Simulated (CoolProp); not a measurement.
Vapour-liquid equilibrium of R134a (1) + R123 (2) at 221.8 K; x and y are mole fractions of (1).

Computed with CoolProp (multi-fluid Helmholtz-energy mixture model, Tillner-Roth 1994 and Younglove 1994; pair parameters Bell 2016).

```
x     bubble pressure, mixture model (MPa)  bubble pressure, Raoult's law (MPa)  y, mixture model  y, Raoult's law
----  ------------------------------------  -----------------------------------  ----------------  ---------------
0.05                              0.003632                             0.002879             0.581            0.473
0.15                              0.007442                             0.005440             0.815            0.750
0.25                               0.01082                             0.008000             0.886            0.850
0.35                               0.01373                              0.01056             0.920            0.902
0.45                               0.01621                              0.01312             0.940            0.933
0.55                               0.01835                              0.01568             0.953            0.954
0.65                               0.02028                              0.01824             0.964            0.969
0.75                               0.02211                              0.02080             0.974            0.981
0.85                               0.02398                              0.02336             0.983            0.990
0.95                               0.02605                              0.02593             0.994            0.997
```

The largest gap from Raoult's law is +36.8 % in bubble pressure, at x = 0.15. No azeotrope shows between x = 0.05 and 0.95.

The pair parameters rest on a limited set of measurements; away from them the model extrapolates.
